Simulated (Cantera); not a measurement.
Standard-state values (1 bar) from the NASA 1993 polynomials, evaluated with Cantera. Values are per mole of reaction as written; species without (g) are pure solids or liquids, kept so even where they would boil at 1 bar.

### Question
Between 1125 and 1325 K, where is each reaction favourable under standard conditions?
- V₂O₃ + NO₂(g) → 2 VO₂(g) + NO(g)

### Answer
- V₂O₃ + NO₂(g) → 2 VO₂(g) + NO(g): ΔG° is 380 kJ at 1125 K and 311 kJ at 1325 K; it stays positive (K < 1). ΔH° is 768 kJ and ΔS° 345 J/K at 1325 K.
